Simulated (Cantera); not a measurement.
An adiabatic, constant-pressure homogeneous reactor starts with H2 : O2 : N2 = 1 : 1.56 : 5.88 (molar parts), at 1600 K and 4.93 atm. Integrator tolerance rtol = 1e-08.

Cantera simulation using the H2/O2 subset of GRI-Mech 3.0, which has no nitrogen chemistry; the numbers are that mechanism's predictions, not measurements. The hydrogen kinetics of GRI-Mech 3.0 are dated; newer H2 mechanisms differ, most at raised pressure.

```
quantity                                                              before                                      after
---------------------------------  -----------------------------------------  -----------------------------------------
time of steepest temperature rise                                    2.44 µs                                    1.27 µs
temperature at 4.00 s                                                 2386 K                                     2393 K
equilibrium temperature                                               2386 K                                     2393 K
x(H2) at 4.00 s                    0.000504 (gas-phase equilibrium 0.000504)  0.000372 (gas-phase equilibrium 0.000372)
x(O2) at 4.00 s                          0.131 (gas-phase equilibrium 0.131)        0.132 (gas-phase equilibrium 0.132)
x(OH) at 4.00 s                      0.00654 (gas-phase equilibrium 0.00654)    0.00566 (gas-phase equilibrium 0.00566)
x(H2O2) at 4.00 s                    5.37e-7 (gas-phase equilibrium 5.37e-7)    7.79e-7 (gas-phase equilibrium 7.79e-7)
x(H2O) at 4.00 s                         0.122 (gas-phase equilibrium 0.122)        0.122 (gas-phase equilibrium 0.122)
x(O) at 4.00 s                       0.00131 (gas-phase equilibrium 0.00131)  0.000964 (gas-phase equilibrium 0.000964)
```

Problem. Name the change that produced these shifts.
A. pressure from 4.93 atm to 9.87 atm
B. initial temperature 1600 to 1475 K
C. initial temperature 1600 to 1498 K
D. initial temperature 1600 to 1748 K

Solution. A, pressure from 4.93 atm to 9.87 atm
